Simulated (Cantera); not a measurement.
An isothermal, constant-pressure homogeneous reactor starts with N₂O : N₂ = 1 : 0.67 (molar parts), at 1225 K and 105 Torr. Integrator tolerance rtol = 1e-08.

Model: GRI-Mech 3.0 (53 species, 325 reactions), integrated in Cantera. GRI-Mech 3.0 was tuned for natural gas; its chemistry of N2O as a main component is partial and can be far from experiment. The mechanism lacks the step 2 NO + O2 → 2 NO2, which can matter for NO2 below about 1400 K. The temperature is held fixed by assumption; the heat of reaction is taken as removed at once.

**Question.** What does this change do: N2 0.67 to 5.1 parts?

**Answer.** 
| quantity | before | after |
|---|---|---|
| x(N₂O) at 5.00 s | 0.267 (gas-phase equilibrium 6.26e-9) | 0.0806 (gas-phase equilibrium 4.31e-9) |
| x(O) at 5.00 s | 2.48e-6 (gas-phase equilibrium 5.43e-8) | 2.48e-6 (gas-phase equilibrium 3.11e-8) |
| x(NO) at 5.00 s | 0.0290 (gas-phase equilibrium 0.000245) | 0.00874 (gas-phase equilibrium 0.000154) |
| x(NO₂) at 5.00 s | 4.45e-5 (gas-phase equilibrium 1.44e-6) | 1.31e-5 (gas-phase equilibrium 5.18e-7) |
| x(N₂) at 5.00 s | 0.591 (gas-phase equilibrium 0.769) | 0.877 (gas-phase equilibrium 0.924) |
| x(O₂) at 5.00 s | 0.113 (gas-phase equilibrium 0.230) | 0.0341 (gas-phase equilibrium 0.0757) |

**Question.** What does this change do: pressure from 105 Torr to 20.0 Torr?

**Answer.** 
```tsv
quantity	before	after
x(N₂O) at 5.00 s	0.267 (gas-phase equilibrium 6.26e-9)	0.507 (gas-phase equilibrium 2.73e-9)
x(O) at 5.00 s	2.48e-6 (gas-phase equilibrium 5.43e-8)	2.67e-6 (gas-phase equilibrium 1.24e-7)
x(NO) at 5.00 s	0.0290 (gas-phase equilibrium 0.000245)	0.00815 (gas-phase equilibrium 0.000245)
x(NO₂) at 5.00 s	4.45e-5 (gas-phase equilibrium 1.44e-6)	2.28e-6 (gas-phase equilibrium 6.28e-7)
x(N₂) at 5.00 s	0.591 (gas-phase equilibrium 0.769)	0.454 (gas-phase equilibrium 0.769)
x(O₂) at 5.00 s	0.113 (gas-phase equilibrium 0.230)	0.0313 (gas-phase equilibrium 0.230)
```
Radical loss at walls, strong at low pressure, is not modelled.

**Question.** What does this change do: pressure from 105 Torr to 10.00 Torr?

**Answer.** 
| quantity | before | after |
|---|---|---|
| x(N₂O) at 5.00 s | 0.267 (gas-phase equilibrium 6.26e-9) | 0.550 (gas-phase equilibrium 1.93e-9) |
| x(O) at 5.00 s | 2.48e-6 (gas-phase equilibrium 5.43e-8) | 2.68e-6 (gas-phase equilibrium 1.76e-7) |
| x(NO) at 5.00 s | 0.0290 (gas-phase equilibrium 0.000245) | 0.00429 (gas-phase equilibrium 0.000245) |
| x(NO₂) at 5.00 s | 4.45e-5 (gas-phase equilibrium 1.44e-6) | 5.58e-7 (gas-phase equilibrium 4.44e-7) |
| x(N₂) at 5.00 s | 0.591 (gas-phase equilibrium 0.769) | 0.429 (gas-phase equilibrium 0.769) |
| x(O₂) at 5.00 s | 0.113 (gas-phase equilibrium 0.230) | 0.0165 (gas-phase equilibrium 0.230) |
Radical loss at walls, strong at low pressure, is not modelled.
